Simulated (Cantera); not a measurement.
**Thermodynamics of hydrogen reduction and annealing atmospheres, feed V2O3 + H2 + H2O**

A closed system holds: 1 mol V2O3, 68 mol H2, 0.07 mol H2O, at 1448 K and 15.0 Torr.

Cantera equilibrium calculation (NASA polynomials, part measured and part estimated; ideal gas, pure solids and liquids). Candidate condensed phases: H2O, V, VO, V2O3, V2O4, V2O5; 12 gas species. Mutual solubility and eutectic melting of coexisting phases are not modelled. VO: taken at fixed stoichiometry. Condensed phases not in the tables: the oxides between V2O3 and V2O5 other than VO2. Kinetics and transport are ignored.

The x(H2) is 0.997. The x(H2O) is 0.00270. The x(H) comes out as 6.51e-5 and the n(VO(s)) comes out as 0.227 mol. The n(V2O3(s)) is 0.886 mol. The gas amount is 68.07 mol. The log10 activity of V(s) (absent) is -2.53 and the log10 activity of V2O5(l) (absent) is -12.75.
